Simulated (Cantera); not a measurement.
# Thermodynamics of boron, boron nitride and boron oxide, feed B2O3 + O2 + NH3

Charge: 1 mol B2O3, 9.4 mol O2, 0.00099 mol NH3, at 120 Pa.

These are equilibrium values from Cantera (NASA tables, ideal gas, pure condensed phases), not measurements of a reactor. Candidate condensed phases: B, BN, B2O3, B3O3H3, H2O; 39 gas species. Rates play no part.

| T (°C) | log p O2 | log p O | log p BO2 | log p B2O3 | log p BO | n B2O3(l) |
|---|---|---|---|---|---|---|
| 1050 | -2.92 | -8.04 | -7.22 | -6.46 | -13.17 | 0.996 |
| 1150 | -2.92 | -7.33 | -6.31 | -5.39 | -11.49 | 0.964 |
| 1250 | -2.93 | -6.73 | -5.52 | -4.46 | -10.03 | 0.708 |
| 1350 | -2.97 | -6.20 | -4.99 | -3.96 | -8.89 | 0 |
| 1450 | -2.97 | -5.73 | -4.75 | -3.98 | -8.13 | 0 |
| 1550 | -2.97 | -5.31 | -4.54 | -4.00 | -7.46 | 0 |
| 1650 | -2.98 | -4.93 | -4.35 | -4.04 | -6.87 | 0 |
| 1750 | -2.99 | -4.59 | -4.20 | -4.09 | -6.34 | 0 |
| 1850 | -3.00 | -4.29 | -4.08 | -4.17 | -5.88 | 0 |
| 1950 | -3.03 | -4.02 | -3.98 | -4.27 | -5.47 | 0 |
| 2050 | -3.06 | -3.78 | -3.92 | -4.40 | -5.11 | 0 |
log p: log10 of the partial pressure in bar; n: condensed amount in mol.

From 1050 °C to 1250 °C the condensed part is B2O3(l). From 1350 °C to 2050 °C nothing is condensed. The main B-bearing gas is B2O3 at 1050 °C and BO2 at 2050 °C.
